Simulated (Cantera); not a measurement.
A perfectly stirred reactor is fed with NO : N2 = 1 : 4.8 (molar parts), at 26000 Pa; it is held at 2175 K, and followed from long to short residence time.

Detailed kinetics in Cantera: GRI-Mech 3.0 (53 species, 325 reactions).

Question: Predict: x(NO) at τ = 1.30 s; x(N2) at τ = 1.30 s; x(N2O) at τ = 1.30 s; x(O) at τ = 1.30 s; x(NO2) at τ = 1.30 s; x(NO) at τ = 52.0 ms; x(N2) at τ = 52.0 ms; x(N2O) at τ = 52.0 ms; x(O) at τ = 52.0 ms; x(NO2) at τ = 52.0 ms.

Answer: 
```
Item                      Value
---------------------  --------
x(NO) at τ = 1.30 s      0.0544
x(N2) at τ = 1.30 s       0.886
x(N2O) at τ = 1.30 s    1.46e-6
x(O) at τ = 1.30 s      0.00111
x(NO2) at τ = 1.30 s    1.93e-5
x(NO) at τ = 52.0 ms      0.164
x(N2) at τ = 52.0 ms      0.832
x(N2O) at τ = 52.0 ms   1.31e-5
x(O) at τ = 52.0 ms    0.000397
x(NO2) at τ = 52.0 ms   1.95e-5
```
